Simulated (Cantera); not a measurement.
A perfectly stirred reactor is fed with CH4 : H2 : CO2 = 0.012 : 1 : 0.027 (molar parts), at 100.0 Torr; it is held at 1725 K, and followed from long to short residence time.

Computed with Cantera and GRI-Mech 3.0 (53 species, 325 reactions).

Task: What does this change do: CH4 0.012 to 0.0076 parts?

Result: 
```tsv
quantity	before	after
x(CH4) at τ = 10.0 s	0.00275	0.00211
x(H2) at τ = 10.0 s	0.943	0.944
x(CO2) at τ = 10.0 s	0.000257	0.000262
x(CO) at τ = 10.0 s	0.0287	0.0278
x(CH3) at τ = 10.0 s	2.92e-5	2.23e-5
x(CH4) at τ = 0.140 s	0.00965	0.00647
x(H2) at τ = 0.140 s	0.941	0.945
x(CO2) at τ = 0.140 s	0.00431	0.00433
x(CO) at τ = 0.140 s	0.0217	0.0218
x(CH3) at τ = 0.140 s	9.72e-5	6.49e-5
```

Task: What does this change do: pressure from 100.0 Torr to 10.00 Torr?

Result: 
```json
[
 {"quantity": "x(CH4) at τ = 10.0 s", "before": "0.00275", "after": "0.00309"},
 {"quantity": "x(H2) at τ = 10.0 s", "before": "0.943", "after": "0.941"},
 {"quantity": "x(CO2) at τ = 10.0 s", "before": "0.000257", "after": "0.000416"},
 {"quantity": "x(CO) at τ = 10.0 s", "before": "0.0287", "after": "0.0272"},
 {"quantity": "x(CH3) at τ = 10.0 s", "before": "2.92e-5", "after": "9.51e-5"},
 {"quantity": "x(CH4) at τ = 0.140 s", "before": "0.00965", "after": "0.0109"},
 {"quantity": "x(H2) at τ = 0.140 s", "before": "0.941", "after": "0.950"},
 {"quantity": "x(CO2) at τ = 0.140 s", "before": "0.00431", "after": "0.0143"},
 {"quantity": "x(CO) at τ = 0.140 s", "before": "0.0217", "after": "0.0117"},
 {"quantity": "x(CH3) at τ = 0.140 s", "before": "9.72e-5", "after": "0.000172"}
]
```
Radical loss at walls, strong at low pressure, is not modelled.
